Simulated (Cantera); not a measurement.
**SiO2 + CH4 + H2 (carbothermic reduction)**

Feed: 1 mol SiO2, 0.49 mol CH4, 0.13 mol H2, equilibrated at 1275 K and 1.10 mbar.

Method: chemical equilibrium by Gibbs-energy minimisation in Cantera with the NASA 1993 tables (ideal gas, pure condensed phases). Candidate condensed phases: C, C6H6, C7H8, C8H18, H2O, Si, SiC, SiO2; 123 gas species. Mutual solubility and eutectic melting of coexisting phases are not modelled. The tables hold silica as quartz up to 1696 K and as liquid above; real silica turns to tridymite and cristobalite and melts near 1996 K. Rates play no part.

```yaml
x(H2): 0.772
x(CO): 0.227
x(SiO): 0.000206
x(H): 1.95e-5
x(CH4): 5.13e-6
x(H2O): 2.67e-6
n(SiC(s)): 0.163 mol
n(SiO2(β-quartz)): 0.836 mol
gas_amount: 1.437 mol
log10 activity of C(graphite) (absent): -0.07
log10 activity of Si(s) (absent): -2.51
```
